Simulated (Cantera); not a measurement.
Moist CO burnout

An isothermal, constant-pressure homogeneous reactor starts with 0.568 % CO, 19.2 % O2, 0.304 % H2O, 79.9 % N2, equivalence ratio 0.015, at 1073 K and 1.01 bar.

Model: GRI-Mech 3.0 (53 species, 325 reactions), integrated in Cantera.

```json
[
 {"t (s)": "6.00e-6", "x CO": "0.00568", "x O2": "0.192", "x H2O": "0.00304", "x H": "<1e-12", "x H2O2": "<1e-12"},
 {"t (s)": "2.63e-5", "x CO": "0.00568", "x O2": "0.192", "x H2O": "0.00304", "x H": "<1e-12", "x H2O2": "<1e-12"},
 {"t (s)": "0.000115", "x CO": "0.00568", "x O2": "0.192", "x H2O": "0.00304", "x H": "<1e-12", "x H2O2": "<1e-12"},
 {"t (s)": "0.000505", "x CO": "0.00568", "x O2": "0.192", "x H2O": "0.00304", "x H": "7.20e-12", "x H2O2": "<1e-12"},
 {"t (s)": "0.00221", "x CO": "0.00568", "x O2": "0.192", "x H2O": "0.00304", "x H": "6.18e-11", "x H2O2": "<1e-12"},
 {"t (s)": "0.00968", "x CO": "0.00567", "x O2": "0.192", "x H2O": "0.00304", "x H": "3.69e-9", "x H2O2": "3.61e-9"},
 {"t (s)": "0.0424", "x CO": "0.00388", "x O2": "0.191", "x H2O": "0.00303", "x H": "2.25e-7", "x H2O2": "2.67e-7"},
 {"t (s)": "0.186", "x CO": "0.000895", "x O2": "0.190", "x H2O": "0.00304", "x H": "3.07e-8", "x H2O2": "8.58e-8"},
 {"t (s)": "0.814", "x CO": "5.31e-5", "x O2": "0.190", "x H2O": "0.00305", "x H": "7.20e-10", "x H2O2": "3.71e-9"},
 {"t (s)": "3.57", "x CO": "1.02e-6", "x O2": "0.190", "x H2O": "0.00305", "x H": "4.28e-12", "x H2O2": "1.35e-10"},
 {"t (s)": "15.6", "x CO": "7.23e-9", "x O2": "0.190", "x H2O": "0.00305", "x H": "<1e-12", "x H2O2": "1.96e-11"},
 {"t (s)": "68.5", "x CO": "9.77e-12", "x O2": "0.190", "x H2O": "0.00305", "x H": "<1e-12", "x H2O2": "1.26e-11"},
 {"t (s)": "300", "x CO": "8.05e-12", "x O2": "0.190", "x H2O": "0.00305", "x H": "<1e-12", "x H2O2": "9.03e-12"}
]
```
x: mole fraction; the columns are a selection and need not sum to one.

Equilibrium at this temperature and pressure: CO 8.03e-12, O2 0.190, H2O 0.00305, H <1e-12, H2O2 8.99e-12 (gas phase only).
